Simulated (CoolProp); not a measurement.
Vapour-liquid equilibrium of acetone (1) + cyclohexane (2) at 0.0165 MPa; x and y are mole fractions of (1).

Values from CoolProp's multi-fluid Helmholtz-energy mixture model, Lemmon 2006 and Zhou 2014; pair parameters Bell 2016.

```csv
x,bubble temperature (K),y at the bubble point,dew temperature at overall composition x (K),liquid density (mol/L)
0.05,291.8,0.436,302.4,9.396
0.125,285.0,0.613,300.6,9.683
0.2,282.7,0.665,298.7,9.937
0.275,282.0,0.683,296.7,10.19
0.35,281.8,0.688,294.5,10.45
0.425,281.8,0.689,292.1,10.74
0.5,281.8,0.689,289.5,11.04
0.575,281.7,0.692,286.6,11.38
0.65,281.7,0.700,283.4,11.73
0.725,281.6,0.717,281.7,12.12
0.8,281.8,0.748,282.2,12.54
0.875,282.2,0.803,283.0,12.98
0.95,283.2,0.898,283.9,13.45
```

y crosses x between x = 0.65 and 0.725: the model has an azeotrope there.

The pair parameters rest on a limited set of measurements; away from them the model extrapolates. With so large a gap from Raoult's law the liquid may split in two, which this calculation doesn't test in full.
